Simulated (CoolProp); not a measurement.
Computed with CoolProp (reference Helmholtz-energy equation of state, Bücker 2006).

**Question.** For ethane, give the phase and the speed of sound (m/s) at 161.7 K and 34.3 bar; 565.2 K and 0.131 bar; 303.1 K and 2.23 bar.

**Answer.** 
- 161.7 K and 34.3 bar: liquid; speed of sound 1510
- 565.2 K and 0.131 bar: gas; speed of sound 416
- 303.1 K and 2.23 bar: gas; speed of sound 312
